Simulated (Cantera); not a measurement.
An adiabatic, constant-pressure homogeneous reactor starts with CH₄ : O₂ : N₂ : H₂O : H₂ = 1 : 4.88 : 27.3 : 1.1 : 0.59 (molar parts), equivalence ratio 0.47, at 1748 K and 0.320 bar.

Computed with Cantera and GRI-Mech 3.0 (53 species, 325 reactions).

One state of this run: T (K) = 2339; x CH₄ = <1e-12; x O₂ = 0.0726; x H₂O = 0.0977; x HO₂ = 2.92e-6; x NO₂ = 1.27e-7. x: mole fraction; the columns are a selection and need not sum to one.

Problem. Which value of t (s) does it belong to?
(A) 0.00400
(B) 0.000126
(C) 0.00169
(D) 0.000300

Solution. A, 0.00400
